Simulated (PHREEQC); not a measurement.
Solution (15 °C): 0.0075 mol/kgw NiSO4, 0.0001 mol/kgw CaCl2 and 0.034 mol/kgw H2SO4. Closed to the air; pH follows from the charge balance.

Model: ion-association model, wateq4f.dat, run in PHREEQC.

### Question
The ionic strength comes out as 0.0755 mol/kgw. What activity coefficients do Cl-, Ni+2, CaHSO4+, H+, HSO4- get?

### Answer
Cl- 0.79, Ni+2 0.41, CaHSO4+ 0.80, H+ 0.84, HSO4- 0.80.

No solid was allowed to form.
